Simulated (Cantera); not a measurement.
Cantera with NASA thermochemical tables; ideal gases at 1 bar, condensed phases pure. Values are per mole of reaction as written; species without (g) are pure solids or liquids, kept so even where they would boil at 1 bar.

Q: Between 300 and 1523 K, where is each reaction favourable under standard conditions?
- 2 Nb2O5 + N(g) → 4 NbO2(g) + NO2(g)
- N2O(g) + 3 Nb2O5 → 6 NbO2 + 2 NO2(g)

A: 
- 2 Nb2O5 + N(g) → 4 NbO2(g) + NO2(g): ΔG° is 2289 kJ at 300 K and 1291 kJ at 1523 K; it stays positive (K < 1). ΔH° is 2448 kJ and ΔS° 759 J/K at 1523 K.
- N2O(g) + 3 Nb2O5 → 6 NbO2 + 2 NO2(g): ΔG° is 863 kJ at 300 K and 640 kJ at 1523 K; it stays positive (K < 1). ΔH° is 956 kJ and ΔS° 207 J/K at 1523 K.
